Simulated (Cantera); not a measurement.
A perfectly stirred reactor is fed with 0.709 % CH₄, 99.3 % N₂, at 1.40 bar; it is held at 1550 K, and followed from long to short residence time.

Detailed kinetics in Cantera: GRI-Mech 3.0 (53 species, 325 reactions). GRI-Mech 3.0 stops at C3 and has no aromatics, soot or wall deposition, so with more carbon than oxygen in the feed, carbon stays in small species such as C2H2 where larger ones or solid carbon would form.

x: mole fraction; the columns are a selection and need not sum to one.

```json
[
 {"τ (s)": "2.4", "x CH₄": "0.00203", "x C₂H₂": "0.00249", "x HCN": "3.00e-7", "x H": "2.07e-6", "x C₂H₆": "1.50e-6", "x CH₂": "2.63e-9"},
 {"τ (s)": "1.2", "x CH₄": "0.00266", "x C₂H₂": "0.00216", "x HCN": "1.93e-7", "x H": "1.86e-6", "x C₂H₆": "2.73e-6", "x CH₂": "3.58e-9"},
 {"τ (s)": "0.61", "x CH₄": "0.00336", "x C₂H₂": "0.00180", "x HCN": "1.19e-7", "x H": "1.63e-6", "x C₂H₆": "4.72e-6", "x CH₂": "4.77e-9"},
 {"τ (s)": "0.31", "x CH₄": "0.00410", "x C₂H₂": "0.00140", "x HCN": "6.93e-8", "x H": "1.38e-6", "x C₂H₆": "7.79e-6", "x CH₂": "6.28e-9"},
 {"τ (s)": "0.15", "x CH₄": "0.00487", "x C₂H₂": "0.000983", "x HCN": "3.60e-8", "x H": "1.10e-6", "x C₂H₆": "1.25e-5", "x CH₂": "8.22e-9"},
 {"τ (s)": "0.078", "x CH₄": "0.00549", "x C₂H₂": "0.000635", "x HCN": "1.83e-8", "x H": "8.55e-7", "x C₂H₆": "1.80e-5", "x CH₂": "1.01e-8"},
 {"τ (s)": "0.039", "x CH₄": "0.00604", "x C₂H₂": "0.000332", "x HCN": "7.70e-9", "x H": "6.05e-7", "x C₂H₆": "2.38e-5", "x CH₂": "1.18e-8"},
 {"τ (s)": "0.020", "x CH₄": "0.00647", "x C₂H₂": "(withheld)", "x HCN": "(withheld)", "x H": "(withheld)", "x C₂H₆": "(withheld)", "x CH₂": "1.22e-8"},
 {"τ (s)": "0.0099", "x CH₄": "0.00680", "x C₂H₂": "3.21e-5", "x HCN": "5.92e-10", "x H": "2.05e-7", "x C₂H₆": "2.22e-5", "x CH₂": "9.89e-9"},
 {"τ (s)": "0.0050", "x CH₄": "0.00697", "x C₂H₂": "(withheld)", "x HCN": "1.03e-10", "x H": "(withheld)", "x C₂H₆": "(withheld)", "x CH₂": "(withheld)"}
]
```

### Question
Fill in the missing entries.

### Answer

- 0.020, x C₂H₂: 0.000133
- 0.020, x HCN: 2.64e-9
- 0.020, x H: 3.87e-7
- 0.020, x C₂H₆: 2.66e-5
- 0.0050, x C₂H₂: 4.89e-6
- 0.0050, x H: 1.02e-7
- 0.0050, x C₂H₆: 1.27e-5
- 0.0050, x CH₂: 5.98e-9
